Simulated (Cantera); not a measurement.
# Thermodynamics of hydrogen reduction and annealing atmospheres, feed PbS + H2

Input: 1 mol PbS, 36 mol H2, at 0.0630 bar.

These are equilibrium values from Cantera (NASA tables, ideal gas, pure condensed phases), not measurements of a reactor. Candidate condensed phases: Pb, PbS, S; 10 gas species. Gases not in the tables: S3 to S7. Rates play no part.

From 748 K to 898 K the condensed part is Pb(l) + PbS(s). From 1048 K to 1198 K the condensed part is Pb(l). From 1348 K to 2098 K nothing is condensed. The main Pb-bearing gas is PbS at 748 K and Pb at 2098 K.

```tsv
T (K)	x H2	x H2S	x Pb	x PbS	x H	x SH	x S2	x S	n Pb(l)	n PbS(s)
748	0.999	0.000832	1.39e-7	1.77e-7	1.15e-12	2.59e-11	<1e-12	<1e-12	0.0300	0.970
898	0.994	0.00627	2.06e-5	6.91e-5	4.35e-10	1.60e-8	2.96e-9	<1e-12	0.225	0.772
1048	0.972	0.0233	0.000709	0.00430	3.03e-8	1.41e-6	1.34e-6	1.05e-10	0.819	0
1198	0.963	0.0109	0.00990	0.0161	7.43e-7	7.04e-6	3.96e-6	4.03e-9	0.0371	0
1348	0.961	0.0122	0.0124	0.0147	9.03e-6	4.99e-5	3.78e-5	1.40e-7	0	0
1498	0.959	0.0134	0.0141	0.0129	6.70e-5	0.000239	0.000230	2.40e-6	0	0
1648	0.958	0.0134	0.0160	0.0110	0.000347	0.000798	0.000870	2.29e-5	0	0
1798	0.956	0.0119	0.0182	0.00875	0.00137	0.00194	0.00209	0.000133	0	0
1948	0.952	0.00951	0.0204	0.00637	0.00439	0.00361	0.00340	0.000521	0	0
2098	0.943	0.00700	0.0223	0.00429	0.0119	0.00551	0.00416	0.00151	0	0
```
x: gas mole fraction; n: condensed amount in mol.
